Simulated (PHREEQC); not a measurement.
**Nickel, zinc or cadmium bath: speciation**

Solution (25 °C): 0.0065 mol/kgw CdSO4, 0.001 mol/kgw NaCl and 0.000205 mol/kgw H2SO4. Closed to the air; pH follows from the charge balance.

Model: ion-association model, phreeqc.dat, run in PHREEQC.

No solid was allowed to form.

### Question
Predict the pH, specific conductance.

### Answer
pH 3.54; specific conductance 1190 µS/cm.

### Question
In which forms is Cd present?

### Answer
Cd+2 66 %, CdSO4 29 %, CdCl+ 3.0 %, Cd(SO4)2-2 1.5 % of the Cd.

Complexes and solids missing from the database can't appear.
